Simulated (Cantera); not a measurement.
A Cantera script and its output.

```python
import numpy as np
import cantera as ct

gas = ct.Solution("h2o2.yaml")
gas.TPX = 550, 11000, {'H2': 1, 'O2': 0.238, 'N2': 0.895}
flame = ct.FreeFlame(gas, width=0.19)
flame.set_refine_criteria(ratio=3, slope=0.08, curve=0.16)
flame.transport_model = "mixture-averaged"
flame.solve(loglevel=0, auto=True)
z, T = flame.grid, flame.T
thick = (T[-1] - T[0]) / np.gradient(T, z).max()
show = ['H2', 'O2', 'H', 'O', 'H2O2', 'H2O']
print(f"laminar burning velocity  {flame.velocity[0] * 100:.3f} cm/s")
print(f"burnt temperature         {T[-1]:.1f} K")
print(f"thermal thickness         {thick * 1e3:.4f} mm")
print(f"grid points               {len(z)}")
z0 = z[flame.heat_release_rate.argmax()]
print(f"{'z/mm':>9s}{'T/K':>9s}{'u/(m/s)':>9s}" + "".join(f"{s:>11s}" for s in show))
rows = []
for k in (-3, -2, -1.5, -1, -0.5, -0.25, 0, 0.25, 0.5, 1, 2, 4, 8):
    zz = z0 + k * thick
    rows.append([k * thick, np.interp(zz, z, T), np.interp(zz, z, flame.velocity),
                 *(np.interp(zz, z, flame.X[gas.species_index(s)]) for s in show)])
    print(f"{rows[-1][0] * 1e3:9.3f}{rows[-1][1]:9.1f}{rows[-1][2]:9.3f}" + "".join(f"{x:11.3e}" for x in rows[-1][3:]))
```

It prints:

```
laminar burning velocity  566.879 cm/s
burnt temperature         2192.2 K
thermal thickness         7.6418 mm
grid points               146
     z/mm      T/K  u/(m/s)         H2         O2          H          O       H2O2        H2O
  -22.926    550.0    5.669  4.688e-01  1.116e-01  5.312e-15  3.535e-17  1.674e-16 -5.992e-16
  -15.284    550.0    5.669  4.688e-01  1.116e-01  3.914e-12  1.977e-14  3.090e-16  1.900e-13
  -11.463    550.0    5.669  4.688e-01  1.116e-01  8.432e-10  3.408e-12  6.019e-14  3.083e-11
   -7.642    550.0    5.669  4.688e-01  1.116e-01  4.045e-07  1.642e-09  2.143e-10  4.615e-08
   -3.821    564.1    5.804  4.667e-01  1.113e-01  6.240e-04  1.146e-05  5.695e-07  9.040e-04
   -1.910    706.5    7.181  4.400e-01  1.070e-01  1.341e-02  2.231e-04  3.880e-07  1.341e-02
    0.000   1076.4   10.672  2.956e-01  5.812e-02  8.960e-02  4.103e-03  1.693e-07  1.159e-01
    1.910   1303.9   12.838  1.999e-01  5.025e-03  1.316e-01  2.408e-03  9.628e-08  2.196e-01
    3.821   1387.3   13.587  1.985e-01  1.063e-03  1.259e-01  1.641e-03  8.665e-08  2.287e-01
    7.642   1484.6   14.438  2.071e-01  8.237e-04  1.124e-01  1.594e-03  8.574e-08  2.302e-01
   15.284   1600.1   15.428  2.177e-01  7.064e-04  9.567e-02  1.453e-03  6.973e-08  2.320e-01
   30.567   1724.1   16.464  2.290e-01  5.384e-04  7.761e-02  1.173e-03  4.513e-08  2.345e-01
   61.135   1843.4   17.435  2.396e-01  3.631e-04  6.012e-02  8.304e-04  2.535e-08  2.376e-01
```

Detailed kinetics in Cantera: the H2/O2 subset of GRI-Mech 3.0, which has no nitrogen chemistry. Burning velocities carry a grid error of a few per cent, more on coarse grids.
